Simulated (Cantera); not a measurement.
What does this Cantera script print?

```python
import numpy as np
import cantera as ct

gas_names = """
    C CO CO2 C2 C2O C3 C3O2 C4 C5 Ca CaO Ca2 O O2 O3
""".split()
cond_names = """
    C(gr) Ca(a) Ca(b) Ca(L) CaCO3(caL) CaO(s) CaO(L)
""".split()


def load(file, names, dense=False):
    # The tables refer to 1 bar. Condensed volumes are neglected.
    table = {s.name: s for s in ct.Species.list_from_file(file)}
    out = []
    for n in names:
        d = dict(table[n].input_data)
        d["thermo"] = dict(d["thermo"], **{"reference-pressure": 1e5})
        if dense:
            d["equation-of-state"] = {"model": "constant-volume", "density": "1e6 g/cm^3"}
        out.append(ct.Species.from_dict(d))
    return out


gas = ct.Solution(thermo="ideal-gas", species=load("nasa_gas.yaml", gas_names))
cond = {s.name: ct.Solution(thermo="fixed-stoichiometry", species=[s], name=s.name)
        for s in load("nasa_condensed.yaml", cond_names, dense=True)}
atoms = {
    'CaCO3': {'Ca': 1, 'C': 1, 'O': 3},
    'C': {'C': 1},
    'CO2': {'C': 1, 'O': 2},
}
top_T = {'C(gr)': 4500}  # K; cautious upper limits of use, not melting points


def equilibrate(T, P, feed):
    n = {}
    for name, mol in feed.items():
        for a, k in atoms[name].items():
            n[a] = n.get(a, 0.0) + k * mol
    gas.TPX = T, P, n
    mass = sum(n.values()) * gas.mean_molecular_weight
    gas.equilibrate("TP")
    valid = [c for c in cond.values() if c.min_temp <= T <= top_T.get(c.name, c.max_temp)]
    mix = ct.Mixture([(gas, mass / gas.mean_molecular_weight)] + [(c, 0.0) for c in valid])
    mix.T, mix.P = T, P
    mix.equilibrate("TP", solver="vcs", rtol=1e-11, max_steps=5000)
    return mix


results = []
feed = {'CaCO3': 1, 'C': 0.088, 'CO2': 0.067}  # mol
P = 133.322  # Pa
for T in [1173, 1248, 1323, 1398, 1473, 1548, 1623, 1698, 1773, 1848, 1923, 1998, 2073]:
    mix = equilibrate(T, P, feed)
    results.append((T, P, feed, dict(zip(mix.species_names, mix.species_moles))))

top = {s: max(r[3][s] / sum(r[3][g] for g in gas_names) for r in results) for s in gas_names}
cols = sorted((s for s in top if top[s] > 0.0001), key=lambda s: -top[s])[:6]
seen = [c for c in cond_names if any(r[3].get(c, 0) > 1e-12 for r in results)]
print("log10 of partial pressures in bar; condensed amounts in mol")
print(f"{'T/K':>10s}" + "".join(f"{s[:9]:>10s}" for s in cols + seen))
for T, P, feed, n in results:
    ng = sum(n[g] for g in gas_names)
    print(f"{T:10.4g}" + "".join(f"{np.log10(max(n[s] / ng * P / 1e5, 1e-99)):10.3f}" for s in cols)
          + "".join(f"{n.get(c, 0):10.4g}" for c in seen))
```

Result:

```
log10 of partial pressures in bar; condensed amounts in mol
       T/K       CO2        CO        O2         O    CaO(s)
      1173    -2.947    -3.692   -14.591   -15.150         1
      1248    -2.947    -3.692   -13.083   -13.718         1
      1323    -2.947    -3.692   -11.747   -12.449         1
      1398    -2.947    -3.692   -10.556   -11.316         1
      1473    -2.947    -3.692    -9.488   -10.298         1
      1548    -2.947    -3.692    -8.525    -9.380         1
      1623    -2.947    -3.692    -7.651    -8.547         1
      1698    -2.947    -3.692    -6.858    -7.788         1
      1773    -2.948    -3.689    -6.137    -7.096         1
      1848    -2.951    -3.679    -5.496    -6.471         1
      1923    -2.960    -3.649    -4.961    -5.922         1
      1998    -2.981    -3.589    -4.556    -5.459         1
      2073    -3.018    -3.508    -4.266    -5.073         1
```

Cantera equilibrium calculation (NASA polynomials, part measured and part estimated; ideal gas, pure solids and liquids).
